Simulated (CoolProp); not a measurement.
The fluid at 264.88 K and 0.175 MPa is throttled through a valve to 0.0512 MPa with no heat exchange. The same conditions are run with several fluids, on thermodynamics alone (safety and materials aside).

Computed with CoolProp (reference Helmholtz-energy equation of state of each fluid (carbon monoxide: Lemmon 2006; R407C: Lemmon 2003; CH2F2 (R32): Tillner-Roth 1997; CF4 (R14): Platzer 1990; fluoroethane (R161): Wu 2012)). The equations of Platzer and Polt are older, rougher fits. Blends and air are pseudo-pure fits.

```csv
fluid,temperature change (K),final density (kg/m³)
carbon monoxide,-0.4,0.652
R407C,-4.1,2.06
CH2F2 (R32),-5.0,1.25
CF4 (R14),-0.9,2.06
fluoroethane (R161),-3.8,1.15
```
